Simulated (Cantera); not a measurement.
A freely propagating, adiabatic, planar premixed flame of H2 : O2 : N2 : H2O = 1 : 0.217 : 0.761 : 0.19 (molar parts), equivalence ratio 2.3, unburnt at 500 K and 9.87 atm; mixture-averaged transport, grid criteria slope 0.08 and curve 0.16, no radiation.

Detailed kinetics in Cantera: the H2/O2 subset of GRI-Mech 3.0, which has no nitrogen chemistry. The hydrogen kinetics of GRI-Mech 3.0 are dated; newer H2 mechanisms differ, most at raised pressure. Burning velocities carry a grid error of a few per cent, more on coarse grids.

Q: How do the results move with these cheaper or finer settings: unity-Lewis-number transport; multicomponent transport; multicomponent+Soret transport; grid criteria slope 0.5, curve 1; grid criteria slope 0.25, curve 0.5; grid criteria slope 0.03, curve 0.06?

A: 
| setting | laminar burning velocity | thermal thickness | peak x(O) | peak x(H2O2) | grid points |
|---|---|---|---|---|---|
| as above | 355 cm/s | 0.0258 mm | 0.000527 | 0.000226 | 114 |
| unity-Lewis-number transport | 235 cm/s | 0.0303 mm | 0.000376 | 0.000127 | 102 |
| multicomponent transport | 354 cm/s | 0.0261 mm | 0.000521 | 0.000218 | 114 |
| multicomponent+Soret transport | 343 cm/s | 0.0252 mm | 0.000534 | 0.000244 | 117 |
| grid criteria slope 0.5, curve 1 | 412 cm/s | 0.0332 mm | 0.000552 | 0.000233 | 34 |
| grid criteria slope 0.25, curve 0.5 | 369 cm/s | 0.0275 mm | 0.000542 | 0.000232 | 56 |
| grid criteria slope 0.03, curve 0.06 | 346 cm/s | 0.0254 mm | 0.000511 | 0.000227 | 252 |
Unity Lewis numbers drop preferential diffusion, which matters most where H2 and H carry the flame; Soret adds thermal diffusion.
